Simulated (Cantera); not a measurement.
An isothermal, constant-pressure homogeneous reactor starts with 61.0 % NH3, 39.0 % N2, at 1700 K and 100.0 Torr.

Computed with Cantera and the gas-phase N/H chemistry of the illustrative SiF4/NH3 mechanism in the Surface Chemkin manual (1991). Walls and surfaces, which speed up NH3 decomposition in real reactors, are not modelled.

x: mole fraction; the columns are a selection and need not sum to one.

| t (s) | x NH3 | x NH | x N | x N2 | x N2H4 | x H2 |
|---|---|---|---|---|---|---|
| 2.00e-6 | 0.610 | <1e-12 | <1e-12 | 0.390 | <1e-12 | 2.00e-8 |
| 8.51e-6 | 0.610 | <1e-12 | <1e-12 | 0.390 | <1e-12 | 1.35e-7 |
| 3.62e-5 | 0.610 | 1.38e-11 | <1e-12 | 0.390 | 1.27e-12 | 6.38e-7 |
| 0.000154 | 0.610 | 4.41e-10 | <1e-12 | 0.390 | 3.15e-11 | 2.78e-6 |
| 0.000656 | 0.610 | 1.36e-8 | 4.16e-12 | 0.390 | 6.12e-10 | 1.20e-5 |
| 0.00279 | 0.610 | 2.07e-7 | 9.24e-11 | 0.390 | ? | 6.46e-5 |
| 0.0119 | 0.609 | 7.46e-7 | 8.47e-10 | 0.390 | 5.43e-8 | 0.000746 |
| 0.0505 | 0.605 | 8.41e-7 | 3.61e-9 | 0.391 | 5.48e-8 | 0.00464 |
| 0.215 | 0.587 | 1.03e-6 | 1.43e-8 | 0.392 | ? | 0.0209 |
| 0.915 | 0.521 | 1.24e-6 | 3.68e-8 | 0.396 | ? | 0.0830 |
| 3.89 | 0.333 | 1.18e-6 | 5.28e-8 | 0.409 | ? | 0.258 |
| 16.6 | 0.0903 | 7.20e-7 | 5.15e-8 | 0.426 | ? | 0.484 |
| 70.5 | 0.00613 | 1.79e-7 | 2.48e-8 | 0.431 | 5.19e-11 | 0.562 |
| 300 | 0.000504 | 2.16e-8 | 3.65e-9 | 0.432 | <1e-12 | 0.567 |

**Question.** What belongs in the gaps?

**Answer.** 
- 0.00279, x N2H4: 1.06e-8
- 0.215, x N2H4: 4.94e-8
- 0.915, x N2H4: 3.84e-8
- 3.89, x N2H4: 1.99e-8
- 16.6, x N2H4: 3.14e-9
